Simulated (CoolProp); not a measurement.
Model: reference Helmholtz-energy equation of state, Lemmon 2016, in CoolProp.

**Question.** For R365MFC, give the phase and the density (kg/m³), cp (kJ/(kg K)), cv (kJ/(kg K)), Joule-Thomson coefficient (K/MPa) at 390.6 K and 0.272 MPa; 390.6 K and 0.408 MPa.

**Answer.** 
- 390.6 K and 0.272 MPa: gas; density 13.1, cp 1.19, cv 1.11, Joule-Thomson coefficient 13.9
- 390.6 K and 0.408 MPa: gas; density 20.3, cp 1.21, cv 1.13, Joule-Thomson coefficient 14.9
